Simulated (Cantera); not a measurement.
Input (Python, Cantera) and output of one run.

```python
import numpy as np
import cantera as ct

gas_names = """
    F F2 H HF H2 H2F2 H3F3 H4F4 H5F5 H6F6 H7F7 N NF NF2 NF3 NH NH2 NH3 N2 N2H2 N2H4 Si SiF SiF2 SiF3
    SiF4 SiH SiHF3 SiH2 SiH2F2 SiH3 SiH3F SiH4 SiN Si2 Si2N Si3
""".split()
cond_names = """
    Si(cr) Si(L) Si3N4(a)
""".split()


# ... load() reads the species with a 1 bar reference pressure and builds the phases ...
atoms = {
    'Si': {'Si': 1},
    'NF3': {'N': 1, 'F': 3},
    'H2': {'H': 2},
}
top_T = {'Si3N4(a)': 2400}  # K; cautious upper limits of use, not melting points


# ... equilibrate(T, P, feed) seeds the gas with the atoms and calls Mixture.equilibrate('TP', solver="vcs", rtol=1e-11, max_steps=5000) ...
results = []
feed = {'Si': 1, 'NF3': 1.4, 'H2': 10}  # mol
P = 10000  # Pa
for T in [748, 848, 948, 1048, 1148, 1248, 1348, 1448, 1548, 1648]:
    mix = equilibrate(T, P, feed)
    results.append((T, P, feed, dict(zip(mix.species_names, mix.species_moles))))
    x = sorted(zip(gas.X, gas.species_names), reverse=True)
    print(f"T = {T:g} K  P = {P:g} Pa  gas = {mix.phase_moles(0):.4g} mol")
    print("   x: " + "  ".join(f"{s} {v:.3e}" for v, s in x if v > 0.0001))
    print("   condensed (mol): " + ("  ".join(f"{mix.phase(i).name} {mix.phase_moles(i):.4g}"
          for i in range(1, mix.n_phases) if mix.phase_moles(i) > 1e-12) or "none"))
```

Result:

```
T = 748 K  P = 10000 Pa  gas = 11.8 mol
   x: H2 8.389e-01  SiF4 8.475e-02  N2 5.928e-02  HF 1.695e-02
   condensed (mol): none
T = 848 K  P = 10000 Pa  gas = 11.8 mol
   x: H2 8.390e-01  SiF4 8.475e-02  N2 5.931e-02  HF 1.695e-02
   condensed (mol): none
T = 948 K  P = 10000 Pa  gas = 11.8 mol
   x: H2 8.390e-01  SiF4 8.474e-02  N2 5.932e-02  HF 1.695e-02
   condensed (mol): none
T = 1048 K  P = 10000 Pa  gas = 11.8 mol
   x: H2 8.390e-01  SiF4 8.473e-02  N2 5.932e-02  HF 1.697e-02
   condensed (mol): none
T = 1148 K  P = 10000 Pa  gas = 11.8 mol
   x: H2 8.389e-01  SiF4 8.466e-02  N2 5.932e-02  HF 1.703e-02
   condensed (mol): none
T = 1248 K  P = 10000 Pa  gas = 11.8 mol
   x: H2 8.387e-01  SiF4 8.444e-02  N2 5.932e-02  HF 1.726e-02  SiHF3 2.272e-04
   condensed (mol): none
T = 1348 K  P = 10000 Pa  gas = 11.8 mol
   x: H2 8.380e-01  SiF4 8.370e-02  N2 5.931e-02  HF 1.797e-02  SiHF3 5.672e-04  SiF3 4.546e-04
   condensed (mol): none
T = 1448 K  P = 10000 Pa  gas = 11.81 mol
   x: H2 8.360e-01  SiF4 8.163e-02  N2 5.926e-02  HF 2.000e-02  SiF3 1.860e-03  SiHF3 1.137e-03
   condensed (mol): none
T = 1548 K  P = 10000 Pa  gas = 11.84 mol
   x: H2 8.317e-01  SiF4 7.705e-02  N2 5.915e-02  HF 2.456e-02  SiF3 5.434e-03  SiHF3 1.788e-03  SiF2 2.010e-04
   condensed (mol): none
T = 1648 K  P = 10000 Pa  gas = 11.88 mol
   x: H2 8.240e-01  SiF4 6.921e-02  N2 5.891e-02  HF 3.272e-02  SiF3 1.177e-02  SiHF3 2.247e-03  SiF2 9.000e-04  H 2.556e-04
   condensed (mol): none
```

Cantera equilibrium calculation (NASA polynomials, part measured and part estimated; ideal gas, pure solids and liquids). The tables' values for SiF3, SiF2 are old estimates; treat these amounts as uncertain.
